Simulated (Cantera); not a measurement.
An isothermal, constant-pressure homogeneous reactor starts with H2 : O2 : N2 = 0.18 : 1 : 1.4 (molar parts), equivalence ratio 0.090, at 1325 K and 1.65 Torr. Integrator tolerance rtol = 1e-08.

Computed with Cantera and the H2/O2 subset of GRI-Mech 3.0, which has no nitrogen chemistry. Radical loss at walls, strong at low pressure, is not modelled. The temperature is held fixed by assumption; the heat of reaction is taken as removed at once.

### Question
What does this change do: temperature 1325 to 1100 K?

### Answer
```json
[
 {"quantity": "x(H2) at 1.00 s", "before": "0.00206 (gas-phase equilibrium 3.44e-7)", "after": "0.00128 (gas-phase equilibrium 3.38e-9)"},
 {"quantity": "x(O2) at 1.00 s", "before": "0.348 (gas-phase equilibrium 0.365)", "after": "0.356 (gas-phase equilibrium 0.365)"},
 {"quantity": "x(HO2) at 1.00 s", "before": "2.75e-7 (gas-phase equilibrium 1.32e-8)", "after": "4.90e-7 (gas-phase equilibrium 1.11e-9)"},
 {"quantity": "x(H) at 1.00 s", "before": "0.0111 (gas-phase equilibrium 2.06e-8)", "after": "0.00801 (gas-phase equilibrium 3.23e-11)"},
 {"quantity": "x(OH) at 1.00 s", "before": "0.00476 (gas-phase equilibrium 6.31e-5)", "after": "0.00186 (gas-phase equilibrium 3.08e-6)"},
 {"quantity": "x(H2O) at 1.00 s", "before": "0.0607 (gas-phase equilibrium 0.0723)", "after": "0.0651 (gas-phase equilibrium 0.0723)"},
 {"quantity": "x(H2O2) at 1.00 s", "before": "1.24e-8 (gas-phase equilibrium 1.36e-10)", "after": "1.52e-8 (gas-phase equilibrium 1.85e-11)"}
]
```

### Question
What does this change do: temperature 1325 to 925 K?

### Answer
```json
[
 {"quantity": "x(H2) at 1.00 s", "before": "0.00206 (gas-phase equilibrium 3.44e-7)", "after": "0.000658 (gas-phase equilibrium 2.00e-11)"},
 {"quantity": "x(O2) at 1.00 s", "before": "0.348 (gas-phase equilibrium 0.365)", "after": "0.362 (gas-phase equilibrium 0.365)"},
 {"quantity": "x(HO2) at 1.00 s", "before": "2.75e-7 (gas-phase equilibrium 1.32e-8)", "after": "8.12e-7 (gas-phase equilibrium 7.10e-11)"},
 {"quantity": "x(H) at 1.00 s", "before": "0.0111 (gas-phase equilibrium 2.06e-8)", "after": "0.00375 (gas-phase equilibrium <1e-12)"},
 {"quantity": "x(OH) at 1.00 s", "before": "0.00476 (gas-phase equilibrium 6.31e-5)", "after": "0.000590 (gas-phase equilibrium 1.07e-7)"},
 {"quantity": "x(H2O) at 1.00 s", "before": "0.0607 (gas-phase equilibrium 0.0723)", "after": "0.0691 (gas-phase equilibrium 0.0723)"},
 {"quantity": "x(H2O2) at 1.00 s", "before": "1.24e-8 (gas-phase equilibrium 1.36e-10)", "after": "1.13e-8 (gas-phase equilibrium 2.05e-12)"}
]
```
Below about 950 K walls govern HO2 and H2O2 in real vessels.
